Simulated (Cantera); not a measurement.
Mixture: H₂ : O₂ : N₂ : H₂O = 1 : 0.5 : 1.88 : 0.14 (molar parts), equivalence ratio 1.0, at 37.0 bar, adiabatic and at constant volume. Ignition delay is the time to a rise of 400 K.

Detailed kinetics in Cantera: the H2/O2 subset of GRI-Mech 3.0, which has no nitrogen chemistry. The hydrogen kinetics of GRI-Mech 3.0 are dated; newer H2 mechanisms differ, most at raised pressure. The pressure lies above the range GRI-Mech 3.0 was tuned for (to about 10 atm). Below about 950 K walls govern HO2 and H2O2 in real vessels.

**Question.** What does this change do: constant pressure in place of constant volume?

**Answer.** 
```tsv
quantity	before	after
delay at 900 K	45.5 ms	50.3 ms
delay at 975 K	7.11 ms	7.81 ms
delay at 1050 K	1.48 ms	1.62 ms
delay at 1125 K	0.382 ms	0.414 ms
delay at 1200 K	0.115 ms	0.123 ms
delay at 1275 K	37.8 µs	40.2 µs
delay at 1350 K	13.1 µs	13.8 µs
apparent activation energy between 1200 and 1350 K	190 kJ/mol	200 kJ/mol
```

**Question.** What does this change do: pressure from 37.0 bar to 1.10 bar?

**Answer.** 
| quantity | before | after |
|---|---|---|
| delay at 900 K | 45.5 ms | 0.322 s |
| delay at 975 K | 7.11 ms | 12.3 ms |
| delay at 1050 K | 1.48 ms | 0.186 ms |
| delay at 1125 K | 0.382 ms | 75.7 µs |
| delay at 1200 K | 0.115 ms | 44.5 µs |
| delay at 1275 K | 37.8 µs | 30.1 µs |
| delay at 1350 K | 13.1 µs | 22.1 µs |
| apparent activation energy between 1200 and 1350 K | 190 kJ/mol | 63 kJ/mol |
